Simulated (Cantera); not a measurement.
What does this Cantera script print?

```python
import numpy as np
import cantera as ct

gas_names = """
    B BH BH2 BH3 BN BO BO2 B2 B2O B2O2 B2O3 B3O3H3 H HBO HBO2 HNO HNO2 HNO3 HO2 H2 H2O H2O2 H3B3O6 N NH
    NH2 NH3 NH2OH NO NO2 NO3 N2 N2H2 N2H4 N2O O OH O2 O3
""".split()
cond_names = """
    B(b) B(L) BN(s) B2O3(L) B3O3H3(cr) H2O(s) H2O(L)
""".split()


def load(file, names, dense=False):
    # The tables refer to 1 bar. Condensed volumes are neglected.
    table = {s.name: s for s in ct.Species.list_from_file(file)}
    out = []
    for n in names:
        d = dict(table[n].input_data)
        d["thermo"] = dict(d["thermo"], **{"reference-pressure": 1e5})
        if dense:
            d["equation-of-state"] = {"model": "constant-volume", "density": "1e6 g/cm^3"}
        out.append(ct.Species.from_dict(d))
    return out


gas = ct.Solution(thermo="ideal-gas", species=load("nasa_gas.yaml", gas_names))
cond = {s.name: ct.Solution(thermo="fixed-stoichiometry", species=[s], name=s.name)
        for s in load("nasa_condensed.yaml", cond_names, dense=True)}
atoms = {
    'borazine': {'B': 3, 'N': 3, 'H': 6},
    'O2': {'O': 2},
    'H2': {'H': 2},
}
top_T = {'BN(s)': 3200}  # K; cautious upper limits of use, not melting points


def equilibrate(T, P, feed):
    n = {}
    for name, mol in feed.items():
        for a, k in atoms[name].items():
            n[a] = n.get(a, 0.0) + k * mol
    gas.TPX = T, P, n
    mass = sum(n.values()) * gas.mean_molecular_weight
    gas.equilibrate("TP")
    valid = [c for c in cond.values() if c.min_temp <= T <= top_T.get(c.name, c.max_temp)]
    mix = ct.Mixture([(gas, mass / gas.mean_molecular_weight)] + [(c, 0.0) for c in valid])
    mix.T, mix.P = T, P
    mix.equilibrate("TP", solver="vcs", rtol=1e-11, max_steps=5000)
    return mix


results = []
T = 1600  # K
P = 133.322  # Pa
for m in [1.3, 2.1, 3.2, 5, 7.8, 12, 19, 30, 47, 73, 110]:
    feed = {'borazine': 1, 'O2': 0.64, 'H2': m}  # mol
    mix = equilibrate(T, P, feed)
    results.append((T, P, feed, dict(zip(mix.species_names, mix.species_moles))))

top = {s: max(r[3][s] / sum(r[3][g] for g in gas_names) for r in results) for s in gas_names}
cols = sorted((s for s in top if top[s] > 0.0001), key=lambda s: -top[s])[:9]
seen = [c for c in cond_names if any(r[3].get(c, 0) > 1e-12 for r in results)]
print("log10 of partial pressures in bar; condensed amounts in mol")
print(f"{'n(H2)':>10s}" + "".join(f"{s[:9]:>10s}" for s in cols + seen))
for T, P, feed, n in results:
    ng = sum(n[g] for g in gas_names)
    print(f"{feed['H2']:10.4g}" + "".join(f"{np.log10(max(n[s] / ng * P / 1e5, 1e-99)):10.3f}" for s in cols)
          + "".join(f"{n.get(c, 0):10.4g}" for c in seen))
```

Result:

```
log10 of partial pressures in bar; condensed amounts in mol
     n(H2)        H2        N2       HBO      B2O3      B2O2      HBO2        BO         H       H2O     BN(s)
       1.3    -2.983    -3.907    -4.182    -4.249    -4.618    -4.739    -5.599    -5.756    -6.551     2.017
       2.1    -2.970    -3.963    -4.196    -4.338    -4.659    -4.802    -5.619    -5.749    -6.586     2.004
       3.2    -2.956    -4.029    -4.214    -4.447    -4.710    -4.878    -5.645    -5.743    -6.631     1.987
         5    -2.942    -4.117    -4.243    -4.599    -4.782    -4.987    -5.681    -5.736    -6.696     1.962
       7.8    -2.928    -4.222    -4.284    -4.795    -4.877    -5.128    -5.729    -5.729    -6.783     1.931
        12    -2.916    -4.340    -4.337    -5.032    -4.996    -5.300    -5.788    -5.723    -6.889     1.894
        19    -2.905    -4.481    -4.412    -5.344    -5.157    -5.526    -5.868    -5.717    -7.030     1.852
        30    -2.897    -4.635    -4.508    -5.721    -5.357    -5.799    -5.968    -5.713    -7.198     1.811
        47    -2.890    -4.799    -4.624    -6.161    -5.596    -6.116    -6.088    -5.710    -7.393     1.777
        73    -2.886    -4.969    -4.759    -6.657    -5.870    -6.473    -6.225    -5.708    -7.610     1.754
       110    -2.883    -5.134    -4.900    -7.167    -6.155    -6.839    -6.367    -5.706    -7.832     1.739
```

Equilibrium computed with Cantera from the NASA thermochemical tables; the gas is ideal and each condensed phase is pure. The feed counts by its element totals alone.
